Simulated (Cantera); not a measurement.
Feed: 1 mol SiHCl3, 20 mol N2, equilibrated at 1373.15 K and 0.310 bar.

Cantera equilibrium calculation (NASA polynomials, part measured and part estimated; ideal gas, pure solids and liquids). N2 is the only nitrogen source here; it is nearly inert below about 1500 K, so the nitride shown seldom forms there in practice. The tables' values for SiCl3 are old estimates; treat these amounts as uncertain. Rates play no part.

| species | before | after |
|---|---|---|
| N2 | 0.930 | 0.927 |
| HCl | 0.0411 | 0.0408 |
| SiCl4 | 0.0232 | 0.0182 |
| SiCl2 | 0.000780 | 0.00522 |
| SiCl3 | 0.00198 | 0.00546 |
| Cl | 3.71e-6 | 1.86e-5 |
| SiHCl3 | 0.000108 | 0.000138 |
| H2 | 0.00302 | 0.00300 |
| Si3N4(s), mol | 0.149 | 0.127 |
Gas species are given as mole fractions.

Question: What was changed between the two runs?
A. N2 from 20 to 48 mol
B. temperature from 1373.15 K to 1498.15 K
C. SiHCl3 replaced by SiH2Cl2
D. N2 from 20 to 280 mol

Answer: B, temperature from 1373.15 K to 1498.15 K
